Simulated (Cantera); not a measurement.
An isothermal, constant-pressure homogeneous reactor starts with 0.374 % CH₄, 99.2 % H₂, 0.407 % O₂, at 2600 K and 100.0 Torr.

Detailed kinetics in Cantera: GRI-Mech 3.0 (53 species, 325 reactions).

One state of this run: x CH₄ = 2.46e-11; x H₂ = 0.892; x O₂ = 1.40e-8; x OH = 0.000105; x HO₂ = 9.25e-12; x C₂H₄ = <1e-12. x: mole fraction; the columns are a selection and need not sum to one.

Problem. Which value of t (s) does it belong to?
(A) 4.34
(B) 0.0138
(C) 0.000300
(D) 0.00204

Solution. A, 4.34
